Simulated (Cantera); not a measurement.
Input: 1 mol SiHCl3, 0.06 mol Cl2, 99 mol N2, equilibrated at 1698.15 K and 3.20 mbar.

Equilibrium computed with Cantera from the NASA thermochemical tables; the gas is ideal and each condensed phase is pure. Candidate condensed phases: NH4Cl, Si, Si3N4; 28 gas species. The tables' values for SiCl3 are old estimates; treat these amounts as uncertain. Kinetics and transport are ignored.

Base state: N2 0.979, SiCl2 0.00957, HCl 0.00945, Cl 0.00132, SiCl3 0.000291, H2 0.000204, H 3.66e-5, SiCl4 1.75e-5 (mole fractions); condensed: gas only.

What changes in the equilibrium state with this change: SiHCl3 replaced by SiCl4?


```tsv
species	before	after
N2	0.979	0.975
Cl	0.00132	0.0155
SiCl2	0.00957	0.00610
HCl	0.00945	0
H2	0.000204	0
H	3.66e-5	0
```

What changes in the equilibrium state with this change: Cl2 from 0.06 to 0.29 mol?


| species | before | after |
|---|---|---|
| N2 | 0.979 | 0.976 |
| HCl | 0.00945 | 0.00981 |
| SiCl2 | 0.00957 | 0.00876 |
| Cl | 0.00132 | 0.00449 |
| H2 | 0.000204 | 1.89e-5 |
| SiCl4 | 1.75e-5 | 0.000186 |
| H | 3.66e-5 | 1.11e-5 |
| SiCl3 | 0.000291 | 0.000907 |

What changes in the equilibrium state with this change: temperature from 1698.15 K to 1175 K?


```csv
species,before,after
N2,0.979,0.985
HCl,0.00945,0.00956
SiCl4,1.75e-5,0.00498
SiCl2,0.00957,0.000261
H,3.66e-5,3.10e-8
Cl,0.00132,1.27e-6
SiCl3,0.000291,0.000365
"Si3N4(s), mol",0,0.146
```
N2 is the only nitrogen source here; it is nearly inert below about 1500 K, so the nitride shown seldom forms there in practice.
